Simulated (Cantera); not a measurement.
## N2O furnace oxynitridation

An isothermal, constant-pressure homogeneous reactor starts with N₂O : O₂ = 1 : 0.065 (molar parts), at 1448 K and 0.560 bar.

Computed with Cantera and GRI-Mech 3.0 (53 species, 325 reactions). GRI-Mech 3.0 was tuned for natural gas; its chemistry of N2O as a main component is partial and can be far from experiment. The temperature is held fixed by assumption; the heat of reaction is taken as removed at once.

```
t (s)        x N₂O    x O₂      x NO     x NO₂      x O      x N₂
--------  --------  ------  --------  --------  -------  --------
5.00e-6      0.939  0.0610   5.84e-6  1.72e-11  2.50e-5   4.84e-5
1.62e-5      0.939  0.0611   3.71e-5  6.86e-10  3.95e-5  0.000189
5.22e-5      0.938  0.0613  0.000158   1.23e-8  4.16e-5  0.000676
0.000169     0.935  0.0619  0.000550   1.45e-7  4.16e-5   0.00225
0.000545     0.927  0.0640   0.00180   1.42e-6  4.16e-5   0.00730
0.00176      0.901  0.0704   0.00575   1.10e-5  4.15e-5    0.0232
0.00568      0.822  0.0895    0.0174   5.58e-5  4.10e-5    0.0706
0.0184       0.625   0.138    0.0466  0.000178  3.93e-5     0.191
0.0593       0.292   0.221    0.0930  0.000377  3.33e-5     0.394
0.192       0.0488   0.285     0.119  0.000509  1.46e-5     0.546
0.619     0.000972   0.300     0.120  0.000647  1.79e-6     0.578
2.00       4.40e-6   0.301     0.119  0.000673  1.44e-6     0.579
```
x: mole fraction; the columns are a selection and need not sum to one.

Equilibrium at this temperature and pressure: N₂O 4.68e-8, O₂ 0.360, NO 0.00111, NO₂ 6.87e-6, O 1.58e-6, N₂ 0.638 (gas phase only).
